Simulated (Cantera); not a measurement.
# Adiabatic ignition

An adiabatic, constant-pressure homogeneous reactor starts with 5.23 % CH4, 0.837 % C2H6, 19.4 % O2, 73.3 % N2, 1.26 % H2O, at 1523 K and 11.0 bar.

Model: GRI-Mech 3.0 (53 species, 325 reactions), integrated in Cantera.

| t (s) | T (K) | x CH4 | x C2H6 | x O2 | x O | x NO2 | x C2H4 |
|---|---|---|---|---|---|---|---|
| 6.00e-6 | 1523 | 0.0522 | 0.00815 | 0.194 | 7.58e-7 | <1e-12 | 0.000138 |
| 1.34e-5 | 1530 | 0.0506 | 0.00726 | 0.192 | 3.06e-6 | <1e-12 | 0.00111 |
| 2.98e-5 | 1807 | 0.0233 | 0.000845 | 0.151 | 0.000116 | 4.03e-10 | 0.00457 |
| 6.64e-5 | 2717 | <1e-12 | <1e-12 | 0.0598 | 0.00287 | 9.92e-7 | <1e-12 |
| 0.000148 | 2714 | <1e-12 | <1e-12 | 0.0590 | 0.00282 | 3.09e-6 | <1e-12 |
| 0.000329 | 2709 | <1e-12 | <1e-12 | 0.0575 | 0.00273 | 7.00e-6 | <1e-12 |
| 0.000734 | 2702 | <1e-12 | <1e-12 | 0.0553 | 0.00260 | 1.26e-5 | <1e-12 |
| 0.00164 | 2696 | <1e-12 | <1e-12 | 0.0535 | 0.00249 | 1.72e-5 | <1e-12 |
| 0.00364 | 2694 | <1e-12 | <1e-12 | 0.0529 | 0.00246 | 1.85e-5 | <1e-12 |
| 0.00812 | 2694 | <1e-12 | <1e-12 | 0.0529 | 0.00246 | 1.85e-5 | <1e-12 |
| 0.0181 | 2694 | <1e-12 | <1e-12 | 0.0529 | 0.00246 | 1.85e-5 | <1e-12 |
| 0.0403 | 2694 | <1e-12 | <1e-12 | 0.0529 | 0.00246 | 1.85e-5 | <1e-12 |
| 0.0898 | 2694 | <1e-12 | <1e-12 | 0.0529 | 0.00246 | 1.85e-5 | <1e-12 |
| 0.200 | 2694 | <1e-12 | <1e-12 | 0.0529 | 0.00246 | 1.85e-5 | <1e-12 |
x: mole fraction; the columns are a selection and need not sum to one.

| Quantity | Value |
|---|---|
| time of steepest temperature rise | 31.5 µs |
| temperature at 0.200 s | 2694 K |
| equilibrium temperature | 2694 K |
| x(CH4) at 0.200 s | <1e-12 (gas-phase equilibrium <1e-12) |
| x(C2H6) at 0.200 s | <1e-12 (gas-phase equilibrium <1e-12) |
| x(O2) at 0.200 s | 0.0529 (gas-phase equilibrium 0.0529) |
